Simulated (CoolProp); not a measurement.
Saturation properties of tetrahydrofuran.

The numbers come from the reference Helmholtz-energy equation of state, Fiedler 2023 in CoolProp.

| T (K) | p (bar) | vapour density (kg/m³) | enthalpy of vaporisation (kJ/kg) |
|---|---|---|---|
| 272.6 | 0.06213 | 0.1983 | 463.5 |
| 285.1 | 0.1182 | 0.3616 | 454.8 |
| 297.6 | 0.2112 | 0.6206 | 446.1 |
| 310.1 | 0.3569 | 1.011 | 437.3 |
| 322.5 | 0.5731 | 1.570 | 428.5 |
| 335 | 0.8862 | 2.354 | 419.4 |
| 347.5 | 1.321 | 3.415 | 410.0 |
| 360 | 1.908 | 4.813 | 400.3 |
| 372.5 | 2.678 | 6.618 | 390.2 |
| 385 | 3.667 | 8.908 | 379.5 |
| 397.5 | 4.912 | 11.77 | 368.3 |
| 409.9 | 6.437 | 15.29 | 356.5 |

It boils at 339.1 K under 1 atm.
